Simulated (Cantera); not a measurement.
Charge: 1 mol MgCO₃, 2.5 mol CO₂, 5.8 mol H₂, equilibrated at 1800 °C and 4.05 Torr.

Equilibrium computed with Cantera from the NASA thermochemical tables; the gas is ideal and each condensed phase is pure. Candidate condensed phases: C, C₆H₆, C₇H₈, C₈H₁₈, H₂O, Mg, MgCO₃, MgO, Mg(OH)₂; 116 gas species. Equilibrium is a limit: real reactors are often held back by kinetics, nucleation or transport.

Base state: H₂O 0.308, CO 0.303, H₂ 0.293, CO₂ 0.0659, H 0.0194, Mg 0.00733, OH 0.00232, MgOH 0.000173 (mole fractions); condensed: MgO(s).

Question: What changes in the equilibrium state with this change: H₂ from 5.8 to 0.5 mol?

Answer: 
| species | before | after |
|---|---|---|
| CO₂ | 0.0659 | 0.692 |
| CO | 0.303 | 0.160 |
| H₂O | 0.308 | 0.112 |
| H₂ | 0.293 | 0.00532 |
| O₂ | 4.96e-5 | 0.0198 |
| H | 0.0194 | 0.00261 |
| Mg | 0.00733 | 0.000367 |
| O | 0.000110 | 0.00220 |
| MgOH | 0.000173 | 2.34e-5 |
| MgO(s), mol | 0.929 | 0.998 |
